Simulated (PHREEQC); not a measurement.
Make-up at 65 °C: 0.0052 mol ZnSO4, 6.6e-05 mol CuCl2, 5e-05 mol NaF and 0.001 mol NaCl per kg of water. Closed to the air; pH follows from the charge balance.

All values are PHREEQC results (ion-association model, wateq4f.dat), not measurements.

Precipitation was switched off in this run.

Problem. Predict the pH.

Solution. pH 5.33.

Problem. In which forms is Zn present?

Solution. Zn+2 71 %, ZnSO4 28 %, Zn(SO4)2-2 0.6 %, ZnCl+ 0.6 % of the Zn.

Away from 25 °C the constants follow the database's enthalpies or fits; those with neither stay at their 25 °C values.
